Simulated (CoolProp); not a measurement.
Vapour-liquid equilibrium of dimethyl ether (1) + R227EA (2) at 0.0647 MPa; x and y are mole fractions of (1).

Values from CoolProp's multi-fluid Helmholtz-energy mixture model, Wu 2011 and Lemmon 2016; pair parameters Bell 2016.

```json
[
 {"x": "0.05", "bubble temperature, mixture model (°C)": "-25.4", "bubble temperature, Raoult's law (°C)": "-26.7", "y, mixture model": "0.017", "y, Raoult's law": "0.072"},
 {"x": "0.125", "bubble temperature, mixture model (°C)": "-23.9", "bubble temperature, Raoult's law (°C)": "-27.5", "y, mixture model": "0.062", "y, Raoult's law": "0.174"},
 {"x": "0.2", "bubble temperature, mixture model (°C)": "…", "bubble temperature, Raoult's law (°C)": "-28.2", "y, mixture model": "…", "y, Raoult's law": "0.270"},
 {"x": "0.275", "bubble temperature, mixture model (°C)": "-21.9", "bubble temperature, Raoult's law (°C)": "-28.8", "y, mixture model": "0.246", "y, Raoult's law": "0.360"},
 {"x": "0.35", "bubble temperature, mixture model (°C)": "…", "bubble temperature, Raoult's law (°C)": "-29.5", "y, mixture model": "…", "y, Raoult's law": "0.444"},
 {"x": "0.425", "bubble temperature, mixture model (°C)": "-22.5", "bubble temperature, Raoult's law (°C)": "-30.1", "y, mixture model": "0.511", "y, Raoult's law": "0.524"},
 {"x": "0.5", "bubble temperature, mixture model (°C)": "-23.8", "bubble temperature, Raoult's law (°C)": "-30.8", "y, mixture model": "0.637", "y, Raoult's law": "0.599"},
 {"x": "0.575", "bubble temperature, mixture model (°C)": "-25.5", "bubble temperature, Raoult's law (°C)": "-31.4", "y, mixture model": "…", "y, Raoult's law": "0.669"},
 {"x": "0.65", "bubble temperature, mixture model (°C)": "-27.3", "bubble temperature, Raoult's law (°C)": "-32.0", "y, mixture model": "0.824", "y, Raoult's law": "0.736"},
 {"x": "0.725", "bubble temperature, mixture model (°C)": "-29.1", "bubble temperature, Raoult's law (°C)": "-32.6", "y, mixture model": "0.885", "y, Raoult's law": "0.798"},
 {"x": "0.8", "bubble temperature, mixture model (°C)": "-30.9", "bubble temperature, Raoult's law (°C)": "-33.2", "y, mixture model": "0.930", "y, Raoult's law": "0.858"},
 {"x": "0.875", "bubble temperature, mixture model (°C)": "-32.4", "bubble temperature, Raoult's law (°C)": "-33.7", "y, mixture model": "…", "y, Raoult's law": "0.913"},
 {"x": "0.95", "bubble temperature, mixture model (°C)": "-33.8", "bubble temperature, Raoult's law (°C)": "-34.3", "y, mixture model": "0.987", "y, Raoult's law": "0.966"}
]
```

**Question.** What belongs in the gaps?

**Answer.** 
- 0.2, bubble temperature, mixture model (°C): -22.6
- 0.2, y, mixture model: 0.139
- 0.35, bubble temperature, mixture model (°C): -21.8
- 0.35, y, mixture model: 0.376
- 0.575, y, mixture model: 0.742
- 0.875, y, mixture model: 0.963

The largest gap from Raoult's law is +7.7 K in bubble temperature, at x = 0.35. y crosses x between x = 0.275 and 0.35: the model has an azeotrope there.

Pair parameters are fitted to limited data, so mixtures are less certain than the pure fluids.
